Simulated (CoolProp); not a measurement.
Vapour-liquid equilibrium of R134a (1) + R1234ze(E) (2) at 333.5 K; x and y are mole fractions of (1).

Values from CoolProp's multi-fluid Helmholtz-energy mixture model, Tillner-Roth 1994 and Thol 2016; pair parameters Bell 2022.

Problem. Give the bubble pressure and the first vapour's composition at x = 0.05, 0.45, 0.65. Is there an azeotrope?

Solution. x = 0.05: 1.318 MPa, y = 0.065; x = 0.45: 1.513 MPa, y = 0.497; x = 0.65: 1.588 MPa, y = 0.684. No azeotrope shows between x = 0.05 and 0.95.

Pair parameters are fitted to limited data, so mixtures are less certain than the pure fluids.
